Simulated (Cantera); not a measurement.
## Tantalum, niobium, vanadium and zirconium in process gases: V + N₂O + N₂

Feed: 1 mol V, 11 mol N₂O, 39 mol N₂, equilibrated at 1330 Pa.

Equilibrium computed with Cantera from the NASA thermochemical tables; the gas is ideal and each condensed phase is pure. Candidate condensed phases: V, VN, VO, V₂O₃, V₂O₄, V₂O₅; 13 gas species. Condensed phases not in the tables: the oxides between V₂O₃ and V₂O₅ other than VO₂. Kinetics and transport are ignored.

```tsv
T (K)	log p N₂	log p O₂	log p VO₂	log p NO	log p O	log p NO₂	log p VO	n V₂O₄(s)	n V₂O₄(l)
1375	-1.91	-2.96	-8.45	-5.25	-7.68	-8.48	<-13	0.500	0
1475	-1.91	-2.96	-7.29	-5.01	-7.02	-8.39	<-13	0.500	0
1575	-1.91	-2.96	-6.28	-4.81	-6.45	-8.31	-13.23	0.499	0
1675	-1.91	-2.96	-5.40	-4.63	-5.95	-8.25	-11.64	0.492	0
1775	-1.91	-2.97	-4.63	-4.47	-5.50	-8.19	-10.24	0.452	0
1875	-1.92	-2.97	-3.99	-4.33	-5.11	-8.14	-9.03	0	0.290
1975	-1.92	-2.98	-3.62	-4.21	-4.75	-8.10	-8.15	0	0
```
log p: log10 of the partial pressure in bar; n: condensed amount in mol.

From 1375 K to 1775 K the condensed part is V₂O₄(s). At 1875 K the condensed part is V₂O₄(l). At 1975 K nothing is condensed. The main V-bearing gas is VO₂ throughout.
